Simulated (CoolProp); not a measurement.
A single-stage vapour-compression cycle with isobutene: evaporating at 288.15 K (dew point), condensing at 357.15 K (bubble point), superheat 8 K, subcooling 0 K, compressor efficiency 0.75, no pressure losses. Each further row changes one setting.

Model: reference Helmholtz-energy equation of state, Lemmon 2005, in CoolProp. It is a short technical equation, of lower accuracy than the large ones.

```
case                              cooling COP  pressure ratio  discharge temperature (K)  refrigerating effect (kJ/kg)  volumetric capacity (kJ/m³)
--------------------------------  -----------  --------------  -------------------------  ----------------------------  ---------------------------
as stated                                2.08            5.98                      370.3                           207                         1130
evaporating temperature 293.15 K         2.35            5.10                        ___                           214                         1350
condensing temperature 352.15 K          2.35             ___                        ___                           221                         1200
subcooling 5 K                           2.22            5.98                      370.3                           221                         1200
superheat 18 K                            ___            5.98                      380.1                           224                         1170
compressor efficiency 0.65               1.80            5.98                        ___                           207                         1130
```

Q: Some entries are withheld; supply them.

A: 
- evaporating temperature 293.15 K, discharge temperature (K): 369.4
- condensing temperature 352.15 K, pressure ratio: 5.38
- condensing temperature 352.15 K, discharge temperature (K): 365.5
- superheat 18 K, cooling COP: 2.15
- compressor efficiency 0.65, discharge temperature (K): 377.2
